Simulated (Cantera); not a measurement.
Input (Python, Cantera):

```python
import numpy as np
import cantera as ct

surf = ct.Interface("diamond.yaml", "diamond_100")
gas, bulk = surf.adjacent["gas"], surf.adjacent["diamond"]
k = surf.kinetics_species_index(bulk.species_names[0])
cover = ["c6HH", "c6H*", "c6*H", "c6**", "c6HM", "c6B"]

rows, drift = [], 0.0
print(f"{'P':>10s}{'um/h':>11s}" + "".join(f"{s:>11s}" for s in cover))
for v in [390, 650, 1100, 1700, 2900, 4700, 7700, 13000]:
    T, P, xH, xCH3 = 1325, v, 0.001, 0.00099
    gas.TPX = T, P, {"H": xH, "CH3": xCH3, "CH4": 0.0093, "H2": 1 - xH - xCH3 - 0.0093}
    surf.TP = bulk.TP = T, P
    surf.coverages = "c6H*:0.1, c6HH:0.9"
    surf.advance_coverages(100.0)
    before = surf.coverages
    surf.advance_coverages(100.0)
    drift = max(drift, np.max(np.abs(surf.coverages - before) / (surf.coverages + 1e-9)))
    rate = surf.net_production_rates[k] * bulk.mean_molecular_weight / bulk.density * 3.6e9
    rows.append([rate, *surf[cover].coverages])
    print(f"{v:10.4g}{rate:11.4e}" + "".join(f"{x:11.3e}" for x in rows[-1][1:]))
```

It prints:

```
         P       um/h       c6HH       c6H*       c6*H       c6**       c6HM        c6B
       390 8.8680e-02  4.186e-01  4.882e-02  5.008e-01  2.913e-02  7.393e-05  2.406e-10
       650 2.1123e-01  4.187e-01  4.876e-02  5.002e-01  2.866e-02  1.278e-04  5.732e-10
      1100 4.8680e-01  4.187e-01  4.869e-02  4.995e-01  2.812e-02  2.254e-04  1.321e-09
      1700 9.2646e-01  4.185e-01  4.863e-02  4.989e-01  2.767e-02  3.599e-04  2.514e-09
      2900 1.9357e+00  4.182e-01  4.856e-02  4.981e-01  2.717e-02  6.352e-04  5.253e-09
      4700 3.6301e+00  4.178e-01  4.849e-02  4.974e-01  2.680e-02  1.052e-03  9.850e-09
      7700 6.7711e+00  4.173e-01  4.841e-02  4.964e-01  2.649e-02  1.745e-03  1.837e-08
   1.3e+04 1.3107e+01  4.164e-01  4.828e-02  4.950e-01  2.624e-02  2.953e-03  3.557e-08
```

Detailed kinetics in Cantera: the Harris–Goodwin 1993 mechanism for the reconstructed diamond (100) surface.
